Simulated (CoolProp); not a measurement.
Properties of R245fa along the isobar 2.07 bar (Tc = 427.0 K, pc = 36.51 bar, ω = 0.378).

Model: reference Helmholtz-energy equation of state, Akasaka 2015, in CoolProp.

```tsv
T (K)	phase	density (kg/m³)	isothermal compressibility (1/MPa)	expansivity (1/kK)	Prandtl number	fugacity coefficient
176.4	liquid	1632	0.0005939	1.370	30.0	0.0001387
214	liquid	1546	0.0008622	1.491	13.1	0.006869
251.7	liquid	1457	0.001306	1.666	8.21	0.08711
289.4	liquid	1362	0.002094	1.946	6.01	0.4941
327	gas	10.79	5.122	3.765	0.679	0.9492
364.7	gas	9.481	5.012	3.126	0.671	0.9664
402.3	gas	8.499	4.952	2.717	0.669	0.9766
440	gas	7.716	4.916	2.422	0.670	0.9832
```

Viscosity comes from a separate model (Bell 2016), an estimate that may be off by 10 % or more. Thermal conductivity comes from a separate model (Huber 2003), an estimate that may be off by 10 % or more.
